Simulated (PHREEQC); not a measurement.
Make-up at 25 °C: 0.27 mol (NH4)2SO4, 0.0008 mol NaCl and 0.2 mol MnCl2 per kg of water. Closed to the air; pH follows from the charge balance.

Computed with PHREEQC (ion-association model, wateq4f.dat).

Problem. The ionic strength comes out as 0.895 mol/kgw. What activity coefficients do NH4SO4-, Mn+2, HSO4-, Cl-, NaSO4- get?

Solution. NH4SO4- 0.65, Mn+2 0.21, HSO4- 0.63, Cl- 0.61, NaSO4- 0.66.

This is a speciation only: nothing precipitates in the calculation. Caution: at this ionic strength the ion-association model is outside its range; a Pitzer model would be the better tool where its parameters exist. Species that the database lacks are ignored.
